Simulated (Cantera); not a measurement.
**Adiabatic ignition**

An adiabatic, constant-pressure homogeneous reactor starts with C₃H₈ : O₂ : N₂ = 1 : 3.57 : 13.4 (molar parts), equivalence ratio 1.4, at 1523 K and 18000 Torr.

Computed with Cantera and GRI-Mech 3.0 (53 species, 325 reactions). GRI-Mech 3.0 was tuned for natural gas; its chemistry of propane as a main component is partial and can be far from experiment. The pressure lies above the range GRI-Mech 3.0 was tuned for (to about 10 atm).

```
t (s)     T (K)  x C₃H₈      x O₂     x HO₂     x CH₃     x C₂H
--------  -----  ------  --------  --------  --------  --------
1.00e-6    1520  0.0542     0.198  0.000122  0.000584    <1e-12
4.33e-6    1527  0.0452     0.192  0.000193  0.000753  7.26e-11
1.87e-5    2981  <1e-12  0.000871   1.78e-6  4.41e-11    <1e-12
8.11e-5    2973  <1e-12  0.000790   1.63e-6  4.64e-11    <1e-12
0.000351   2970  <1e-12  0.000762   1.57e-6  4.73e-11    <1e-12
0.00152    2970  <1e-12  0.000762   1.57e-6  4.73e-11    <1e-12
0.00658    2970  <1e-12  0.000762   1.57e-6  4.73e-11    <1e-12
0.0285     2970  <1e-12  0.000762   1.57e-6  4.73e-11    <1e-12
0.123      2970  <1e-12  0.000762   1.57e-6  4.73e-11    <1e-12
0.534      2970  <1e-12  0.000762   1.57e-6  4.73e-11    <1e-12
2.31       2970  <1e-12  0.000762   1.57e-6  4.73e-11    <1e-12
10.0       2970  <1e-12  0.000762   1.57e-6  4.73e-11    <1e-12
```
x: mole fraction; the columns are a selection and need not sum to one.

```yaml
time_of_steepest_temperature_rise: 9.93 µs
temperature at 10.0 s: 2970 K
equilibrium_temperature: 2970 K
x(C₃H₈) at 10.0 s: <1e-12 (gas-phase equilibrium <1e-12)
x(O₂) at 10.0 s: 0.000762 (gas-phase equilibrium 0.000762)
x(HO₂) at 10.0 s: 1.57e-6 (gas-phase equilibrium 1.57e-6)
```
